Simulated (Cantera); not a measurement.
What does this Cantera script print?

```python
import numpy as np
import cantera as ct

gas = ct.Solution("gri30.yaml")
gas.TPX = 625, 100000, {'CH4': 0.76, 'O2': 2.9, 'N2': 13.3}
flame = ct.FreeFlame(gas, width=0.04)
flame.set_refine_criteria(ratio=3, slope=0.08, curve=0.16)
flame.transport_model = "mixture-averaged"
flame.solve(loglevel=0, auto=True)
z, T = flame.grid, flame.T
thick = (T[-1] - T[0]) / np.gradient(T, z).max()
show = ['CH4', 'O2', 'HCN', 'NO', 'CH2', 'C2H6']
print(f"laminar burning velocity  {flame.velocity[0] * 100:.3f} cm/s")
print(f"burnt temperature         {T[-1]:.1f} K")
print(f"thermal thickness         {thick * 1e3:.4f} mm")
print(f"grid points               {len(z)}")
z0 = z[flame.heat_release_rate.argmax()]
print(f"{'z/mm':>9s}{'T/K':>9s}{'u/(m/s)':>9s}" + "".join(f"{s:>11s}" for s in show))
rows = []
for k in (-3, -2, -1.5, -1, -0.5, -0.25, 0, 0.25, 0.5, 1, 2, 4, 8):
    zz = z0 + k * thick
    rows.append([k * thick, np.interp(zz, z, T), np.interp(zz, z, flame.velocity),
                 *(np.interp(zz, z, flame.X[gas.species_index(s)]) for s in show)])
    print(f"{rows[-1][0] * 1e3:9.3f}{rows[-1][1]:9.1f}{rows[-1][2]:9.3f}" + "".join(f"{x:11.3e}" for x in rows[-1][3:]))
```

Result:

```
laminar burning velocity  31.401 cm/s
burnt temperature         1641.3 K
thermal thickness         0.8659 mm
grid points               131
     z/mm      T/K  u/(m/s)        CH4         O2        HCN         NO        CH2       C2H6
   -2.598    626.4    0.315  4.470e-02  1.708e-01  8.277e-12  1.348e-10  4.735e-18  1.470e-07
   -1.732    634.5    0.319  4.418e-02  1.702e-01  8.036e-11  1.068e-09  1.942e-15  1.648e-06
   -1.299    653.6    0.329  4.304e-02  1.687e-01  3.107e-10  3.854e-09  5.105e-14  7.032e-06
   -0.866    724.8    0.366  3.902e-02  1.631e-01  1.503e-09  2.048e-08  5.625e-12  3.878e-05
   -0.433    961.6    0.487  2.612e-02  1.427e-01  7.271e-09  1.455e-07  5.120e-09  1.963e-04
   -0.216   1185.1    0.601  1.418e-02  1.218e-01  1.455e-08  3.154e-07  2.641e-07  2.372e-04
    0.000   1416.4    0.719  3.008e-03  9.833e-02  2.431e-08  5.636e-07  2.621e-06  2.620e-05
    0.216   1518.6    0.769  1.530e-04  8.715e-02  1.469e-08  8.591e-07  4.028e-07  5.047e-08
    0.433   1560.5    0.788  5.188e-06  8.396e-02  4.563e-09  1.093e-06  1.739e-08  5.454e-11
    0.866   1602.2    0.807  9.879e-09  8.212e-02  5.030e-10  1.364e-06  3.814e-11  3.320e-16
    1.732   1628.2    0.819  7.759e-13  8.155e-02  2.821e-11  1.566e-06  2.653e-15  1.394e-23
    3.463   1637.7    0.823  2.493e-17  8.153e-02  1.957e-12  1.670e-06  2.283e-18 -2.994e-28
    6.927   1640.4    0.824  1.125e-18  8.158e-02  2.135e-13  1.713e-06  2.483e-19 -5.527e-29
```

Detailed kinetics in Cantera: GRI-Mech 3.0 (53 species, 325 reactions). Burning velocities carry a grid error of a few per cent, more on coarse grids.
